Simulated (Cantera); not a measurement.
Feed: 1 mol Ta2O5, 1.3 mol H2, 1.4 mol H2O, equilibrated at 1775 K and 0.00760 bar.

Equilibrium computed with Cantera from the NASA thermochemical tables; the gas is ideal and each condensed phase is pure. Candidate condensed phases: H2O, Ta, Ta2O5; 12 gas species. Equilibrium is a limit: real reactors are often held back by kinetics, nucleation or transport.

Base state: H2O 0.518, H2 0.480, H 0.00230, OH 0.000155 (mole fractions); condensed: Ta2O5(s).

**Question.** What changes in the equilibrium state with this change: Ta2O5 replaced by Nb2O5?

**Answer.** 
```tsv
species	before	after
H2O	0.518	0.518
H2	0.480	0.480
H	0.00230	0.00230
OH	0.000155	0.000155
Ta2O5(s), mol	1.00	0
Nb2O5(s), mol	0	1.000
```
Condensed phases not in the tables: the oxides between NbO2 and Nb2O5. Further candidate phases: Nb, NbO, NbO2, Nb2O5.
